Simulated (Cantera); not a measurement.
A Cantera script and its output.

```python
import numpy as np
import cantera as ct

gas = ct.Solution("gri30.yaml")
gas.TPX = 1075, 1000000, {'CH4': 1, 'O2': 5.88, 'N2': 22.1}
reactor = ct.IdealGasReactor(gas, energy="on", clone=False)
net = ct.ReactorNet([reactor])
net.rtol, net.atol = 1e-08, 1e-16
show = ['CH4', 'O2', 'CO', 'N2O', 'NO2', 'C2H4', 'CH2O']
times = np.geomspace(3e-06, 3, 16)

steps = ct.SolutionArray(gas, extra=["t"])
rows = []
print(f"{'t/s':>10s}{'T/K':>9s}{'P/Pa':>11s}" + "".join(f"{s:>11s}" for s in show))
for t in times:
    while net.time < t:
        t_next = net.step()
        steps.append(gas.state, t=t_next)
    rows.append([np.interp(t, steps.t, y) for y in (steps.T, steps.P, *steps(*show).X.T)])
    print(f"{t:10.3e}{rows[-1][0]:9.1f}{rows[-1][1]:11.4g}" + "".join(f"{x:11.3e}" for x in rows[-1][2:]))
rate = np.gradient(steps.T, steps.t)
print("integrator steps:", len(steps.t))
if steps.T.max() > steps.T[0] + 200:
    print(f"time of steepest temperature rise: {steps.t[rate.argmax()]:.4e} s")
gas.TPX = 1075, 1000000, {'CH4': 1, 'O2': 5.88, 'N2': 22.1}
gas.equilibrate("UV")
print(f"equilibrium (UV): T = {gas.T:.1f} K  " + "  ".join(f"{s} {gas[s].X[0]:.3e}" for s in show))
```

It prints:

```
       t/s      T/K       P/Pa        CH4         O2         CO        N2O        NO2       C2H4       CH2O
 3.000e-06   1075.0      1e+06  3.451e-02  2.029e-01  7.694e-17  2.055e-17  2.385e-31  3.812e-18  4.513e-12
 7.536e-06   1075.0      1e+06  3.451e-02  2.029e-01  1.230e-15  9.791e-17  1.077e-29  7.191e-17  2.863e-11
 1.893e-05   1075.0      1e+06  3.451e-02  2.029e-01  1.982e-14  5.402e-16  4.608e-28  1.249e-15  1.825e-10
 4.755e-05   1075.0      1e+06  3.451e-02  2.029e-01  3.168e-13  3.206e-15  1.845e-26  2.079e-14  1.168e-09
 1.194e-04   1075.0      1e+06  3.451e-02  2.029e-01  5.216e-12  1.980e-14  7.538e-25  3.583e-13  7.691e-09
 3.000e-04   1075.0      1e+06  3.451e-02  2.029e-01  9.284e-11  1.259e-13  3.271e-23  7.029e-12  5.452e-08
 7.536e-04   1075.0      1e+06  3.451e-02  2.029e-01  2.008e-09  8.414e-13  1.665e-21  1.833e-10  4.551e-07
 1.893e-03   1075.0      1e+06  3.450e-02  2.029e-01  5.808e-08  5.918e-12  1.169e-19  4.854e-09  4.159e-06
 4.755e-03   1075.3      1e+06  3.447e-02  2.029e-01  1.337e-06  3.567e-11  7.005e-18  6.035e-08  2.628e-05
 1.194e-02   1078.1  1.003e+06  3.416e-02  2.026e-01  4.196e-05  2.803e-10  8.372e-16  1.644e-06  2.075e-04
 3.000e-02   2039.8  1.898e+06  3.461e-23  1.335e-01  3.988e-05  1.577e-06  1.038e-06  3.088e-32  5.157e-15
 7.536e-02   2037.9  1.896e+06  2.542e-23  1.332e-01  3.933e-05  1.567e-06  4.735e-06  5.599e-36  5.018e-15
 1.893e-01   2033.6  1.892e+06  2.294e-23  1.325e-01  3.815e-05  1.548e-06  1.276e-05  6.105e-36  4.730e-15
 4.755e-01   2026.9  1.886e+06  1.957e-23  1.314e-01  3.635e-05  1.523e-06  2.554e-05  5.007e-36  4.306e-15
 1.194e+00   2022.2  1.882e+06  1.752e-23  1.306e-01  3.513e-05  1.509e-06  3.460e-05  4.279e-36  4.029e-15
 3.000e+00   2021.6  1.881e+06  1.726e-23  1.305e-01  3.497e-05  1.508e-06  3.582e-05  4.018e-36  3.993e-15
integrator steps: 2135
time of steepest temperature rise: 1.8003e-02 s
equilibrium (UV): T = 2021.6 K  CH4 2.556e-23  O2 1.305e-01  CO 3.497e-05  N2O 1.508e-06  NO2 3.583e-05  C2H4 5.138e-36  CH2O 3.993e-15
```

Cantera simulation using GRI-Mech 3.0 (53 species, 325 reactions); the numbers are that mechanism's predictions, not measurements.
